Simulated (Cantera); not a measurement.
Transport properties of process gases

Gas mixture: 100 % O₂, at 1.01 bar, frozen composition.

Cantera's kinetic-theory transport with the Lennard-Jones parameters of GRI-Mech 3.0, ideal gas; thermal conductivity in the multicomponent form.

```json
[
 {"T (K)": "400", "ρ (kg/m³)": "0.975", "cp (J/kg/K)": "941.4", "μ (µPa s)": "25.6", "λ (mW/m/K)": "33.9", "Pr": "0.712", "D (cm²/s) H": "2.12", "D (cm²/s) NO": "0.339", "D (cm²/s) H₂": "1.32"},
 {"T (K)": "550", "ρ (kg/m³)": "0.709", "cp (J/kg/K)": "987.2", "μ (µPa s)": "32.1", "λ (mW/m/K)": "44.6", "Pr": "0.711", "D (cm²/s) H": "3.69", "D (cm²/s) NO": "0.586", "D (cm²/s) H₂": "2.25"},
 {"T (K)": "700", "ρ (kg/m³)": "0.557", "cp (J/kg/K)": "1031", "μ (µPa s)": "37.8", "λ (mW/m/K)": "54.9", "Pr": "0.710", "D (cm²/s) H": "5.58", "D (cm²/s) NO": "0.880", "D (cm²/s) H₂": "3.36"},
 {"T (K)": "850", "ρ (kg/m³)": "0.459", "cp (J/kg/K)": "1065", "μ (µPa s)": "43.0", "λ (mW/m/K)": "64.6", "Pr": "0.709", "D (cm²/s) H": "7.74", "D (cm²/s) NO": "1.22", "D (cm²/s) H₂": "4.64"},
 {"T (K)": "1000", "ρ (kg/m³)": "0.390", "cp (J/kg/K)": "1090", "μ (µPa s)": "47.9", "λ (mW/m/K)": "73.7", "Pr": "0.709", "D (cm²/s) H": "10.2", "D (cm²/s) NO": "1.60", "D (cm²/s) H₂": "6.08"},
 {"T (K)": "1150", "ρ (kg/m³)": "0.339", "cp (J/kg/K)": "1109", "μ (µPa s)": "52.5", "λ (mW/m/K)": "82.1", "Pr": "0.709", "D (cm²/s) H": "12.8", "D (cm²/s) NO": "2.02", "D (cm²/s) H₂": "7.67"},
 {"T (K)": "1300", "ρ (kg/m³)": "0.300", "cp (J/kg/K)": "1125", "μ (µPa s)": "56.9", "λ (mW/m/K)": "90.3", "Pr": "0.708", "D (cm²/s) H": "15.8", "D (cm²/s) NO": "2.48", "D (cm²/s) H₂": "9.39"}
]
```
D: mixture-averaged diffusion coefficient of that species in the mixture.
